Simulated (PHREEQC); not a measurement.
# Silver or lead bath: speciation

A solution holds 0.016 mol AgNO3 and 0.14 mol KBr per kg of water, at 25 °C. Closed to the air; pH follows from the charge balance.

Computed with PHREEQC (ion-association model, wateq4f.dat).

Each row changes one thing in this solution. No solid was allowed to form.

```
case                                          pH  Ag+ (mol/kgw)  SI of Ag2O (Ag2O)
------------------------------------------  ----  -------------  -----------------
as made                                     6.98        2.97e-8             -13.92
KBr replaced by BaBr2 at the same molality  6.94        2.26e-9         (withheld)
KBr left out                                6.82         0.0159         (withheld)
0.0033 mol/kgw CaBr2 added                  6.97        2.47e-8         (withheld)
temperature from 25 to 50 °C                6.62        2.99e-8             -14.06
AgNO3 from 0.016 to 0.0016 mol/kgw          6.98        1.08e-9             -16.79
```

Task: Some entries are withheld; supply them.

Result: 
- KBr replaced by BaBr2 at the same molality, SI of Ag2O (Ag2O): -16.26
- KBr left out, SI of Ag2O (Ag2O): -2.64
- 0.0033 mol/kgw CaBr2 added, SI of Ag2O (Ag2O): -14.09

Some of these states are supersaturated (in Bromyrite, for instance). At this temperature some constants are extrapolated from 25 °C, and those without enthalpy data are left unchanged.
